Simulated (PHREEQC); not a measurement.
Synthetic water in mg/L, 65 °C, pH 6.27, pe 8.7:

| constituent | mg/L |
|---|---|
| Na | 86 |
| K | 748 |
| Ca | 147 |
| Mg | 29.6 |
| Cl | 122 |
| S(6) as SO4 | 1020 |
| Alkalinity as HCO3 | 433 |
| N(5) as NO3 | 27.9 |

Na is adjusted to close the charge balance.
Valence states are taken as typed.

The numbers come from PHREEQC with the ion-association model, phreeqc.dat.

No solid was allowed to form.

Question: Order these S species by the share of S that they hold, largest first: KSO4-, CaSO4, MgSO4, NaSO4-, SO4-2.

Answer: SO4-2 (76 %), CaSO4 (9.7 %), KSO4- (8.3 %), MgSO4 (5.7 %), NaSO4- (0.72 %)

Question: Order these C species by the share of C that they hold, largest first: MgHCO3+, CO2, HCO3-, CaHCO3+.

Answer: HCO3- (52 %), CO2 (46 %), CaHCO3+ (1.1 %), MgHCO3+ (0.24 %)

The pH is 6.27 and the ionic strength 0.0390 mol/kgw. At this temperature some constants are extrapolated from 25 °C, and those without enthalpy data are left unchanged.
